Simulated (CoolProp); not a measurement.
CH3F (R41) along the isobar 16.8 MPa: fugacity coefficient from the reference equation and from simpler models built on Tc = 44.1 °C, pc = 5.906 MPa, ω = 0.200; each cubic takes its own stable root.

Values from CoolProp's reference Helmholtz-energy equation of state, Lemmon 2006. It is a short technical equation, of lower accuracy than the large ones.

```csv
T (°C),phase,reference
-44.75,liquid,0.03665
-30.65,liquid,0.05824
-16.65,liquid,0.08653
-2.55,liquid,0.1221
11.45,liquid,0.1643
25.45,liquid,0.2126
39.55,liquid,0.2663
53.55,supercritical,0.3231
67.65,supercritical,0.3822
81.65,supercritical,0.4406
95.65,supercritical,0.4966
109.75,supercritical,0.5488
123.75,supercritical,0.5956
137.85,supercritical,0.6376
151.85,supercritical,0.6746
```

Task: How far does each simpler model (van der Waals, Peng-Robinson) lie from the reference over these 15 states: mean and median of the absolute difference, and the worst?

Result: 
- van der Waals: mean 56.7 %, median 23.0 %, worst +249.5 % at -44.75 °C and 16.8 MPa
- Peng-Robinson: mean 6.3 %, median 6.7 %, worst +8.4 % at 11.45 °C and 16.8 MPa
